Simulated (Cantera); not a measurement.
An isothermal, constant-pressure homogeneous reactor starts with 1.96 % CH₄, 98.0 % H₂, at 1773 K and 0.0263 atm.

Cantera simulation using GRI-Mech 3.0 (53 species, 325 reactions); the numbers are that mechanism's predictions, not measurements. GRI-Mech 3.0 stops at C3 and has no aromatics, soot or wall deposition, so with more carbon than oxygen in the feed, carbon stays in small species such as C2H2 where larger ones or solid carbon would form. Radical loss at walls, strong at low pressure, is not modelled.

One state of this run: x CH₄ = 0.0105; x H₂ = 0.983; x C₂H₂ = 0.00430; x H = 0.00156; x C₂H₆ = 5.23e-7; x CH₃ = 0.000335. x: mole fraction; the columns are a selection and need not sum to one.

Task: Which value of t (s) does it belong to?
A. 1.59e-5
B. 0.000252
C. 1.00
D. 0.252

Result: D, 0.252
